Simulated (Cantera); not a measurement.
## Catalytic stagnation flow on Pt

A jet of H2 : O2 : N2 = 0.011 : 0.19 : 0.79 (molar parts) at 300 K and 0.140 bar hits a platinum plate 7.9 cm away at a mass flux of 0.052 kg/m²/s; the plate temperature is set and raised in steps from an oxygen-covered start.

Detailed kinetics in Cantera: Deutschmann's 1995 Pt surface mechanism with GRI-Mech 3.0 gas chemistry. Catalytic surfaces can have several steady states; this one follows from the mechanism file's or the stated starting coverage.

| plate T (K) | wall x H2 | wall x O2 | wall x H2O | wall x OH | θ free Pt | θ O* | θ OH* |
|---|---|---|---|---|---|---|---|
| 700 | 0.00135 | 0.181 | 0.0189 | <1e-8 | 0.0221 | 0.976 | 0.00149 |
| 750 | 0.000880 | 0.181 | 0.0196 | <1e-8 | 0.0369 | 0.962 | 0.00141 |
| 800 | 0.000537 | 0.181 | 0.0202 | <1e-8 | 0.0649 | 0.934 | 0.00140 |
| 850 | 0.000345 | 0.180 | 0.0204 | <1e-8 | 0.105 | 0.893 | 0.00137 |
| 900 | 0.000247 | 0.180 | 0.0205 | 2.85e-8 | 0.155 | 0.843 | 0.00129 |
| 950 | 0.000186 | 0.180 | 0.0205 | 7.80e-8 | 0.212 | 0.787 | 0.00119 |
| 1000 | 0.000149 | 0.180 | 0.0205 | 1.93e-7 | 0.272 | 0.727 | 0.00108 |
x: mole fraction at the wall; θ: surface coverage.
